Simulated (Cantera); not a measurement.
Input: 1 mol Cu, 0.078 mol H2O, 45 mol CO, at 900 K and 2.30 bar.

These are equilibrium values from Cantera (NASA tables, ideal gas, pure condensed phases), not measurements of a reactor. Candidate condensed phases: C, C6H6, C7H8, C8H18, Cu, CuO, Cu(OH)2, Cu2O, H2O; 113 gas species. The numbers say what is thermodynamically allowed, not how fast it happens.

Base state: CO2 0.755, CO 0.242, H2O 0.00174, H2 0.00129 (mole fractions); condensed: C(graphite) + Cu(s).

Q: What changes in the equilibrium state with this change: H2O from 0.078 to 0.56 mol?

A: 
```
species            before    after
----------------  -------  -------
CO2                 0.755    0.739
CO                  0.242    0.240
H2O               0.00174   0.0121
H2                0.00129  0.00904
CH4               1.19e-6  5.86e-5
C(graphite), mol     19.4     19.2
Cu(s), mol           1.00     1.00
```

Q: What changes in the equilibrium state with this change: temperature from 900 K to 1273 K?

A: 
| species | before | after |
|---|---|---|
| CO | 0.242 | 0.982 |
| CO2 | 0.755 | 0.0159 |
| H2 | 0.00129 | 0.00171 |
| H2O | 0.00174 | 4.59e-5 |
| C(graphite), mol | 19.4 | 0.633 |
| Cu(s), mol | 1.00 | 1.000 |
